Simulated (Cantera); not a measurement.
Charge: 1 mol CO, 9.7 mol H2, 15 mol N2, at 2352 °C and 49.5 Torr.

Equilibrium computed with Cantera from the NASA thermochemical tables; the gas is ideal and each condensed phase is pure. Candidate condensed phases: C, C6H6, C7H8, C8H18, H2O; 136 gas species. Kinetics and transport are ignored.

Question: What is the equilibrium state?

Answer: 
| Item | Result |
|---|---|
| x(N2) | 0.557 |
| x(H2) | 0.314 |
| x(H) | 0.0926 |
| x(CO) | 0.0371 |
| x(H2O) | 2.40e-5 |
| x(HCN) | 2.31e-5 |
| x(HNC) | 3.10e-6 |
| x(N) | 2.56e-6 |
| x(OH) | 1.68e-6 |
| gas amount | 26.95 mol |
| log10 activity of C(graphite) (absent) | -3.24 |
